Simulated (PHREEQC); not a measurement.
1 kg of water holding 0.033 mol/kgw NaCl meets 20 L of dry gas (N2 1 by moles) at fixed total pressure, at 50 °C; fugacities by Peng-Robinson. The gases take part in no redox reaction, some water evaporates into the gas, and hydrates or a liquid gas phase aren't modelled. No solid was allowed to form.

Computed with PHREEQC (ion-association model, phreeqc.dat).

Task: Predict dissolved N2 (mol/kgw) at P (atm) = 5, 75, 300.

Result: 
| P (atm) | dissolved N2 (mol/kgw) |
|---|---|
| 5 | 0.00248 |
| 75 | 0.0349 |
| 300 | 0.114 |

Complexes and solids missing from the database can't appear. At this temperature some constants are extrapolated from 25 °C, and those without enthalpy data are left unchanged.
